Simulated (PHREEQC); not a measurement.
A solution holds 3.1 mol HCl and 0.02 mol Ca(OH)2 per kg of water, at 25 °C. Closed to the air; pH follows from the charge balance.

The numbers come from PHREEQC with the Pitzer model, pitzer.dat.

This is a speciation only: nothing precipitates in the calculation.

### Question
What pH, activity of water does the model give?

### Answer
pH -0.99; activity of water 0.859.

In brines, pH and single-ion activities rest on the MacInnes convention.
